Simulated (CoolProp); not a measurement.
The numbers come from the reference Helmholtz-energy equation of state, Smukala 2000 in CoolProp.

**Question.** For ethylene, give the phase and the Z, expansivity (1/kK) at 30.15 °C and 6.51 MPa; 88.85 °C and 6.51 MPa.

**Answer.** 
- 30.15 °C and 6.51 MPa: supercritical; Z 0.498, expansivity 28.8
- 88.85 °C and 6.51 MPa: supercritical; Z 0.793, expansivity 5.78
